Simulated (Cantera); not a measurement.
An isothermal, constant-pressure homogeneous reactor starts with 90.1 % NO, 9.91 % N₂, at 1850 K and 36.0 Torr.

Computed with Cantera and GRI-Mech 3.0 (53 species, 325 reactions). Radical loss at walls, strong at low pressure, is not modelled.

**Question.** Predict: x(NO) at 40.0 s; x(N₂O) at 40.0 s; x(N₂) at 40.0 s; x(O₂) at 40.0 s; x(NO₂) at 40.0 s; x(O) at 40.0 s.

**Answer.** 
| Property | Result |
|---|---|
| x(NO) at 40.0 s | 0.187 (gas-phase equilibrium 0.00598) |
| x(N₂O) at 40.0 s | 9.82e-6 (gas-phase equilibrium 6.23e-8) |
| x(N₂) at 40.0 s | 0.456 (gas-phase equilibrium 0.546) |
| x(O₂) at 40.0 s | 0.356 (gas-phase equilibrium 0.447) |
| x(NO₂) at 40.0 s | 0.000120 (gas-phase equilibrium 4.33e-6) |
| x(O) at 40.0 s | 0.000534 (gas-phase equilibrium 0.000592) |
